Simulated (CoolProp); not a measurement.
The fluid at 298.15 K and 0.508 MPa is throttled through a valve to 0.134 MPa with no heat exchange. The same conditions are run with several fluids, on thermodynamics alone (safety and materials aside).

Computed with CoolProp (reference Helmholtz-energy equation of state of each fluid (C2F6 (R116): Lemmon 2006; R404A: Lemmon 2003; ammonia: Gao 2020; fluoroethane (R161): Wu 2012; C3F8 (R218): Lemmon 2006)). Blends and air are pseudo-pure fits.

```csv
fluid,temperature change (K),final density (kg/m³)
C2F6 (R116),[?],[?]
R404A,[?],5.54
ammonia,-11.1,[?]
fluoroethane (R161),[?],[?]
C3F8 (R218),[?],10.7
```

Task: What belongs in the gaps?

Result: 
- C2F6 (R116), temperature change (K): -3.2
- C2F6 (R116), final density (kg/m³): 7.65
- R404A, temperature change (K): -6.9
- ammonia, final density (kg/m³): 0.972
- fluoroethane (R161), temperature change (K): -8.7
- fluoroethane (R161), final density (kg/m³): 2.74
- C3F8 (R218), temperature change (K): -5.4
